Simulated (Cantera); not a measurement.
An adiabatic, constant-pressure homogeneous reactor starts with 16.5 % H2, 17.5 % O2, 66.0 % N2, equivalence ratio 0.47, at 1498 K and 500000 Pa.

Cantera simulation using GRI-Mech 3.0 (53 species, 325 reactions); the numbers are that mechanism's predictions, not measurements. The hydrogen kinetics of GRI-Mech 3.0 are dated; newer H2 mechanisms differ, most at raised pressure.

Task: Predict: time of steepest temperature rise; temperature at 1.00 s; equilibrium temperature; x(H2) at 1.00 s; x(O2) at 1.00 s; x(N2O) at 1.00 s; x(HO2) at 1.00 s; x(H2O2) at 1.00 s; x(NO2) at 1.00 s.

Result: 
- time of steepest temperature rise: 3.01 µs
- temperature at 1.00 s: 2537 K
- equilibrium temperature: 2537 K
- x(H2) at 1.00 s: 0.00183 (gas-phase equilibrium 0.00183)
- x(O2) at 1.00 s: 0.0896 (gas-phase equilibrium 0.0896)
- x(N2O) at 1.00 s: 1.79e-6 (gas-phase equilibrium 1.79e-6)
- x(HO2) at 1.00 s: 1.62e-5 (gas-phase equilibrium 1.62e-5)
- x(H2O2) at 1.00 s: 8.72e-7 (gas-phase equilibrium 8.72e-7)
- x(NO2) at 1.00 s: 1.90e-5 (gas-phase equilibrium 1.90e-5)
